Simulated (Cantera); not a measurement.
A Cantera script and what it prints.

```python
import numpy as np
import cantera as ct

gas_names = """
    Hg N NO NO2 NO3 N2 N2O O O2 O3
""".split()
cond_names = """
    Hg(cr) Hg(L) HgO(s)
""".split()


def load(file, names, dense=False):
    # The tables refer to 1 bar. Condensed volumes are neglected.
    table = {s.name: s for s in ct.Species.list_from_file(file)}
    out = []
    for n in names:
        d = dict(table[n].input_data)
        d["thermo"] = dict(d["thermo"], **{"reference-pressure": 1e5})
        if dense:
            d["equation-of-state"] = {"model": "constant-volume", "density": "1e6 g/cm^3"}
        out.append(ct.Species.from_dict(d))
    return out


gas = ct.Solution(thermo="ideal-gas", species=load("nasa_gas.yaml", gas_names))
cond = {s.name: ct.Solution(thermo="fixed-stoichiometry", species=[s], name=s.name)
        for s in load("nasa_condensed.yaml", cond_names, dense=True)}
atoms = {
    'HgO': {'Hg': 1, 'O': 1},
    'N2': {'N': 2},
}
top_T = {}  # K; cautious upper limits of use, not melting points


def equilibrate(T, P, feed):
    n = {}
    for name, mol in feed.items():
        for a, k in atoms[name].items():
            n[a] = n.get(a, 0.0) + k * mol
    gas.TPX = T, P, n
    mass = sum(n.values()) * gas.mean_molecular_weight
    gas.equilibrate("TP")
    valid = [c for c in cond.values() if c.min_temp <= T <= top_T.get(c.name, c.max_temp)]
    mix = ct.Mixture([(gas, mass / gas.mean_molecular_weight)] + [(c, 0.0) for c in valid])
    mix.T, mix.P = T, P
    mix.equilibrate("TP", solver="vcs", rtol=1e-11, max_steps=5000)
    return mix


results = []
feed = {'HgO': 1, 'N2': 2.2}  # mol
T = 1600  # K
P = 15000  # Pa
mix = equilibrate(T, P, feed)
results.append((T, P, feed, dict(zip(mix.species_names, mix.species_moles))))
x = sorted(zip(gas.X, gas.species_names), reverse=True)
print(f"T = {T:g} K  P = {P:g} Pa  gas = {mix.phase_moles(0):.4g} mol")
print("   x: " + "  ".join(f"{s} {v:.3e}" for v, s in x if v > 0.0001))
print("   condensed (mol): " + ("  ".join(f"{mix.phase(i).name} {mix.phase_moles(i):.4g}"
      for i in range(1, mix.n_phases) if mix.phase_moles(i) > 1e-12) or "none"))
```

Output:

```
T = 1600 K  P = 15000 Pa  gas = 3.7 mol
   x: N2 5.939e-01  Hg 2.703e-01  O2 1.345e-01  NO 1.345e-03
   condensed (mol): none
```

Method: chemical equilibrium by Gibbs-energy minimisation in Cantera with the NASA 1993 tables (ideal gas, pure condensed phases).
